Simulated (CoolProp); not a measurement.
Vapour-liquid equilibrium of propane (1) + toluene (2) at 307.7 K; x and y are mole fractions of (1).

Values from CoolProp's multi-fluid Helmholtz-energy mixture model, Lemmon 2009 and Lemmon 2006; pair parameters Bell 2016.

```
x     bubble pressure, mixture model (kPa)  bubble pressure, Raoult's law (kPa)  y, mixture model  y, Raoult's law
----  ------------------------------------  -----------------------------------  ----------------  ---------------
0.05                                 105.1                                66.05             0.942            0.912
0.2                                  369.9                                245.9             0.984            0.980
0.35                                 576.4                                425.7             0.990            0.991
0.5                                  730.9                                605.5             0.993            0.995
0.65                                 854.4                                785.3             0.994            0.997
0.8                                  975.8                                965.1             0.996            0.999
0.95                                  1134                                 1145             0.999            1.000
```

The largest gap from Raoult's law is +59.1 % in bubble pressure, at x = 0.05. No azeotrope shows between x = 0.05 and 0.95.

Pair parameters are fitted to limited data, so mixtures are less certain than the pure fluids. The gap from Raoult's law changes sign with composition, which may be real or a fault of the pair parameters; it wasn't checked against measurements. With so large a gap from Raoult's law the liquid may split in two, which this calculation doesn't test in full.
